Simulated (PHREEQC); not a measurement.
Consider water at 20 °C with 0.00028 mol MnSO4 per kg of water. Closed to the air; pH follows from the charge balance.

Equilibrium calculation in PHREEQC: ion-association model, phreeqc.dat.

No solid was allowed to form.

Task: Predict the pH.

Result: pH 6.99.

Task: In which forms is Mn present?

Result: Mn+2 97 %, MnSO4 3.2 % of the Mn.
